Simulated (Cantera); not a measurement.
An adiabatic, constant-pressure homogeneous reactor starts with CH₄ : CO : O₂ : N₂ = 1 : 0.24 : 6.42 : 24.2 (molar parts), equivalence ratio 0.33, at 1775 K and 0.375 atm. Integrator tolerance rtol = 1e-08.

Detailed kinetics in Cantera: GRI-Mech 3.0 (53 species, 325 reactions).

Question: What does this change do: initial temperature 1775 to 1500 K?

Answer: 
```csv
quantity,before,after
time of steepest temperature rise,0.311 ms,1.87 ms
temperature at 5.00 s,2368 K,2172 K
equilibrium temperature,2368 K,2172 K
x(CH₄) at 5.00 s,<1e-12 (gas-phase equilibrium <1e-12),<1e-12 (gas-phase equilibrium <1e-12)
x(CO) at 5.00 s,0.00291 (gas-phase equilibrium 0.00291),0.000854 (gas-phase equilibrium 0.000854)
x(O₂) at 5.00 s,0.126 (gas-phase equilibrium 0.126),0.130 (gas-phase equilibrium 0.130)
x(NO₂) at 5.00 s,6.68e-6 (gas-phase equilibrium 6.68e-6),5.85e-6 (gas-phase equilibrium 5.85e-6)
x(CH₃) at 5.00 s,<1e-12 (gas-phase equilibrium <1e-12),<1e-12 (gas-phase equilibrium <1e-12)
x(OH) at 5.00 s,0.00797 (gas-phase equilibrium 0.00797),0.00391 (gas-phase equilibrium 0.00391)
```
